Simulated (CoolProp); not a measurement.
Saturation properties of propyne.

Values from CoolProp's reference Helmholtz-energy equation of state, Polt 1992. This equation is an older, rougher fit; its heat capacities, sound speeds and derivatives of the liquid may be far off and weren't checked against measurements.

```tsv
T (°C)	p (MPa)	liquid density (kg/m³)	vapour Z
40.05	0.8812	586.5	0.8539
46.85	1.049	574.9	0.8352
53.65	1.241	562.9	0.8149
60.45	1.458	550.4	0.7929
67.35	1.707	537.2	0.7686
74.15	1.982	523.4	0.7427
80.95	2.289	508.8	0.7145
87.75	2.631	493.1	0.6837
94.55	3.009	475.9	0.6499
```
